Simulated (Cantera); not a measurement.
**Premixed flame**

A freely propagating, adiabatic, planar premixed flame of 28.3 % H₂, 15.1 % O₂, 56.6 % N₂, equivalence ratio 0.94, unburnt at 550 K and 0.860 bar; mixture-averaged transport, grid criteria slope 0.08 and curve 0.16, no radiation.

Cantera simulation using the H2/O2 subset of GRI-Mech 3.0, which has no nitrogen chemistry; the numbers are that mechanism's predictions, not measurements. Burning velocities carry a grid error of a few per cent, more on coarse grids.

```
z (mm)  T (K)  u (m/s)    x H₂    x O₂      x OH     x H₂O      x H     x HO₂
------  -----  -------  ------  ------  --------  --------  -------  --------
-1.66     550     6.02   0.283   0.151     <1e-8     <1e-8    <1e-8     <1e-8
-1.10     550     6.02   0.283   0.151     <1e-8     <1e-8    <1e-8     <1e-8
-0.828    550     6.02   0.283   0.151     <1e-8     <1e-8    <1e-8     <1e-8
-0.552    550     6.02   0.283   0.151     <1e-8   8.14e-8    <1e-8   1.58e-7
-0.276    559     6.09   0.280   0.151   2.05e-5  0.000319  5.42e-5  0.000161
-0.138    751     8.00   0.249   0.147  0.000780    0.0162  0.00439  0.000209
0        1204     12.4   0.145   0.109   0.00355     0.102   0.0339   8.45e-5
0.138    1530     15.5  0.0591  0.0520    0.0103     0.201   0.0542   3.54e-5
0.276    1684     17.0  0.0430  0.0372    0.0139     0.227   0.0497   2.20e-5
0.552    1846     18.4  0.0403  0.0319    0.0166     0.239   0.0380   1.53e-5
1.10     2009     19.8  0.0371  0.0279    0.0182     0.252   0.0263   1.05e-5
2.21     2164     21.1  0.0318  0.0240    0.0182     0.266   0.0165   6.87e-6
4.42     2296     22.1  0.0251  0.0204    0.0168     0.281  0.00937   4.58e-6
```
x: mole fraction of selected species; z is measured from the peak of heat release.

```yaml
laminar_burning_velocity: 602 cm/s
thermal_thickness: 0.552 mm
peak x(OH): 0.0184
peak x(H): 0.0543
peak x(HO₂): 0.000299
grid_points: 128
```
